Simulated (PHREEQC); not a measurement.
1 kg of water holding 0.0041 mol/kgw NaCl and 0.13 mol/kgw KCl is evaporated at 40 °C; the solids stay in contact with the brine. CO2 from the air is kept out. Only these solids could form: Halite, Sylvite.

The series has 28 steps of water left (kg), from 1 to 0.005012.

Equilibrium calculation in PHREEQC: Pitzer model, pitzer.dat.

Q: Which solids form, in which order, and at which step of the series does each first stand?

A: Sylvite from water left = 0.02407 kg.

Complexes and solids missing from the database can't appear. Constants without temperature data keep their 25 °C values here.
